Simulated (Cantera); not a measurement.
Input: 1 mol Si3N4, 36 mol HCl, 49 mol H2, held at 100000 Pa.

These are equilibrium values from Cantera (NASA tables, ideal gas, pure condensed phases), not measurements of a reactor. Candidate condensed phases: NH4Cl, Si, Si3N4; 28 gas species. The tables' values for SiCl3 are old estimates; treat these amounts as uncertain. Equilibrium is a limit: real reactors are often held back by kinetics, nucleation or transport. All values below are at 1825 K.

Base state: H2 0.605, HCl 0.337, SiCl2 0.0269, N2 0.0231, SiCl3 0.00529, SiCl4 0.00160, SiHCl3 0.000764, H 0.000342 (mole fractions); condensed: gas only.

What changes in the equilibrium state with this change: HCl from 36 to 19 mol?


```
species    before     after
-------  --------  --------
H2          0.605     0.747
HCl         0.337     0.181
SiCl2      0.0269    0.0381
N2         0.0231    0.0286
SiCl4     0.00160  0.000528
SiCl      7.07e-6   2.07e-5
Cl       0.000146   7.03e-5
```
The tables' values for SiCl3, SiCl are old estimates; treat these amounts as uncertain.
